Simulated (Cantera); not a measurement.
Input (Python, Cantera) and output of one run.

```python
import numpy as np
import cantera as ct

gas_names = """
    C CH CH2 CH3 CH2OH CH3O CH4 CH3OH CN CO CO2 COOH C2 C2H CHCO,ketyl C2H2,acetylene C2H2,vinylidene
    CH2CO,ketene C2H3,vinyl CH3CN CH3CO,acetyl C2H4 C2H4O,ethylen CH3CHO,ethanal CH3COOH (HCOOH)2 C2H5
    C2H6 CH3OCH3 C2H5OH CCN CNC C2N2 C2O C3 C3H3,propargyl C3H4,allene C3H4,propyne C3H4,cyclo-
    C3H5,allyl C3H6,propylene C3H6,cyclo- C3H6O C3H7,n-propyl C3H7,i-propyl C3H8 C3H8O,1propanol
    C3H8O,2propanol C3O2 C4 C4H2 C4H4,1,3-cyclo- C4H6,butadiene C4H6,2-butyne C4H6,cyclo- C4H8,1-butene
    C4H8,cis2-buten C4H8,tr2-butene C4H8,isobutene C4H8,cyclo- (CH3COOH)2 C4H9,n-butyl C4H9,i-butyl
    C4H9,s-butyl C4H9,t-butyl C4H10,isobutane C4H10,n-butane C4N2 C5 C5H6,1,3cyclo- C5H8,cyclo-
    C5H10,1-pentene C5H10,cyclo- C5H11,pentyl C5H11,t-pentyl C5H12,n-pentane C5H12,i-pentane
    CH3C(CH3)2CH3 C6H2 C6H5,phenyl C6H5O,phenoxy C6H6 C6H5OH,phenol C6H10,cyclo- C6H12,1-hexene
    C6H12,cyclo- C6H13,n-hexyl C7H7,benzyl C7H8 C7H8O,cresol C7H14,1-heptene C7H15,n-heptyl
    C7H16,n-heptane C8H8,styrene C8H10,ethylbenz C8H16,1-octene C8H17,n-octyl C8H18,isooctane
    C8H18,n-octane C9H19,n-nonyl C10H8,naphthale C10H21,n-decyl C12H9,o-bipheny C12H10,bipheny H HCN HCO
    HCCN HNC HNCO HNO HNO2 HNO3 HO2 H2 HCHO,formaldehy HCOOH H2O H2O2 N NCO NH NH2 NH3 NH2OH NO NO2 NO3
    N2 N2H2 N2H4 N2O O OH O2 O3 Si SiC SiC2 SiC4H12 SiH SiH2 SiH3 SiH4 SiN SiO SiO2 Si2 Si2C Si2N Si3
""".split()
cond_names = """
    C(gr) C6H6(L) C7H8(L) C8H18(L),n-octa H2O(s) H2O(L) Si(cr) Si(L) SiC(b) SiO2(Lqz) SiO2(hqz) SiO2(L)
    Si2N2O(s) Si3N4(a)
""".split()


def load(file, names, dense=False):
    # The tables refer to 1 bar. Condensed volumes are neglected.
    table = {s.name: s for s in ct.Species.list_from_file(file)}
    out = []
    for n in names:
        d = dict(table[n].input_data)
        d["thermo"] = dict(d["thermo"], **{"reference-pressure": 1e5})
        if dense:
            d["equation-of-state"] = {"model": "constant-volume", "density": "1e6 g/cm^3"}
        out.append(ct.Species.from_dict(d))
    return out


gas = ct.Solution(thermo="ideal-gas", species=load("nasa_gas.yaml", gas_names))
cond = {s.name: ct.Solution(thermo="fixed-stoichiometry", species=[s], name=s.name)
        for s in load("nasa_condensed.yaml", cond_names, dense=True)}
atoms = {
    'HMDSO': {'Si': 2, 'C': 6, 'H': 18, 'O': 1},
    'N2O': {'N': 2, 'O': 1},
    'N2': {'N': 2},
}
top_T = {'C(gr)': 4500, 'SiC(b)': 3050, 'Si2N2O(s)': 2100, 'Si3N4(a)': 2400}  # K; cautious upper limits of use, not melting points


def equilibrate(T, P, feed):
    n = {}
    for name, mol in feed.items():
        for a, k in atoms[name].items():
            n[a] = n.get(a, 0.0) + k * mol
    gas.TPX = T, P, n
    mass = sum(n.values()) * gas.mean_molecular_weight
    gas.equilibrate("TP")
    valid = [c for c in cond.values() if c.min_temp <= T <= top_T.get(c.name, c.max_temp)]
    mix = ct.Mixture([(gas, mass / gas.mean_molecular_weight)] + [(c, 0.0) for c in valid])
    mix.T, mix.P = T, P
    mix.equilibrate("TP", solver="vcs", rtol=1e-11, max_steps=5000)
    return mix


results = []
feed = {'HMDSO': 1, 'N2O': 0.21, 'N2': 17}  # mol
P = 130  # Pa
for T in [1150, 1225, 1300, 1375, 1450, 1525, 1600, 1675]:
    mix = equilibrate(T, P, feed)
    results.append((T, P, feed, dict(zip(mix.species_names, mix.species_moles))))

top = {s: max(r[3][s] / sum(r[3][g] for g in gas_names) for r in results) for s in gas_names}
cols = sorted((s for s in top if top[s] > 0.0001), key=lambda s: -top[s])[:5]
seen = [c for c in cond_names if any(r[3].get(c, 0) > 1e-12 for r in results)]
print("log10 of partial pressures in bar; condensed amounts in mol")
print(f"{'T/K':>10s}" + "".join(f"{s[:9]:>10s}" for s in cols + seen))
for T, P, feed, n in results:
    ng = sum(n[g] for g in gas_names)
    print(f"{T:10.4g}" + "".join(f"{np.log10(max(n[s] / ng * P / 1e5, 1e-99)):10.3f}" for s in cols)
          + "".join(f"{n.get(c, 0):10.4g}" for c in seen))
```

Result:

```
log10 of partial pressures in bar; condensed amounts in mol
       T/K        N2        H2        CO         H       HCN     C(gr)    SiC(b) Si2N2O(s)
      1150    -3.081    -3.337    -4.969    -8.796    -7.588     5.789         0         1
      1225    -3.081    -3.337    -4.969    -8.175    -7.219     5.789         0         1
      1300    -3.081    -3.337    -4.969    -7.625    -6.893     5.787         0         1
      1375    -3.084    -3.348    -4.589    -7.139    -6.610     4.865    0.6132    0.6931
      1450    -3.088    -3.370    -4.242    -6.709    -6.364     2.784     1.998         0
      1525    -3.089    -3.371    -4.242    -6.311    -6.130     2.779     1.997         0
      1600    -3.089    -3.371    -4.243    -5.950    -5.919     2.771     1.996         0
      1675    -3.089    -3.373    -4.243    -5.621    -5.727     2.758     1.995         0
```

Equilibrium computed with Cantera from the NASA thermochemical tables; the gas is ideal and each condensed phase is pure. The feed counts by its element totals alone. Mutual solubility and eutectic melting of coexisting phases are not modelled.
